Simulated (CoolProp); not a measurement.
Vapour-liquid equilibrium of acetone (1) + n-decane (2) at 349.6 K; x and y are mole fractions of (1).

Values from CoolProp's multi-fluid Helmholtz-energy mixture model, Lemmon 2006 and Lemmon 2006; pair parameters Bell 2016.

```json
[
 {"x": "0.05", "bubble pressure (kPa)": "23.20", "y at the bubble point": "0.855", "dew pressure at overall composition x (kPa)": "3.640", "liquid density (mol/L)": "4.990"},
 {"x": "0.125", "bubble pressure (kPa)": "52.72", "y at the bubble point": "0.939", "dew pressure at overall composition x (kPa)": "3.951", "liquid density (mol/L)": "5.260"},
 {"x": "0.2", "bubble pressure (kPa)": "79.23", "y at the bubble point": "0.962", "dew pressure at overall composition x (kPa)": "4.320", "liquid density (mol/L)": "5.554"},
 {"x": "0.275", "bubble pressure (kPa)": "100.9", "y at the bubble point": "0.971", "dew pressure at overall composition x (kPa)": "4.765", "liquid density (mol/L)": "5.878"},
 {"x": "0.35", "bubble pressure (kPa)": "117.4", "y at the bubble point": "0.977", "dew pressure at overall composition x (kPa)": "5.311", "liquid density (mol/L)": "6.235"},
 {"x": "0.425", "bubble pressure (kPa)": "129.5", "y at the bubble point": "0.980", "dew pressure at overall composition x (kPa)": "5.998", "liquid density (mol/L)": "6.632"},
 {"x": "0.5", "bubble pressure (kPa)": "138.2", "y at the bubble point": "(withheld)", "dew pressure at overall composition x (kPa)": "(withheld)", "liquid density (mol/L)": "7.077"},
 {"x": "0.575", "bubble pressure (kPa)": "145.0", "y at the bubble point": "0.983", "dew pressure at overall composition x (kPa)": "8.091", "liquid density (mol/L)": "(withheld)"},
 {"x": "0.65", "bubble pressure (kPa)": "(withheld)", "y at the bubble point": "0.985", "dew pressure at overall composition x (kPa)": "9.799", "liquid density (mol/L)": "8.156"},
 {"x": "0.725", "bubble pressure (kPa)": "157.2", "y at the bubble point": "0.987", "dew pressure at overall composition x (kPa)": "12.42", "liquid density (mol/L)": "8.818"},
 {"x": "0.8", "bubble pressure (kPa)": "164.5", "y at the bubble point": "0.989", "dew pressure at overall composition x (kPa)": "16.96", "liquid density (mol/L)": "(withheld)"},
 {"x": "0.875", "bubble pressure (kPa)": "173.6", "y at the bubble point": "0.992", "dew pressure at overall composition x (kPa)": "(withheld)", "liquid density (mol/L)": "10.51"},
 {"x": "0.95", "bubble pressure (kPa)": "185.0", "y at the bubble point": "0.996", "dew pressure at overall composition x (kPa)": "62.79", "liquid density (mol/L)": "11.61"}
]
```

Question: Fill in the missing entries.

Answer: 
- 0.5, y at the bubble point: 0.982
- 0.5, dew pressure at overall composition x (kPa): 6.890
- 0.575, liquid density (mol/L): 7.581
- 0.65, bubble pressure (kPa): 151.0
- 0.8, liquid density (mol/L): 9.592
- 0.875, dew pressure at overall composition x (kPa): 26.72

No azeotrope shows between x = 0.05 and 0.95.

Pair parameters are fitted to limited data, so mixtures are less certain than the pure fluids. With so large a gap from Raoult's law the liquid may split in two, which this calculation doesn't test in full.
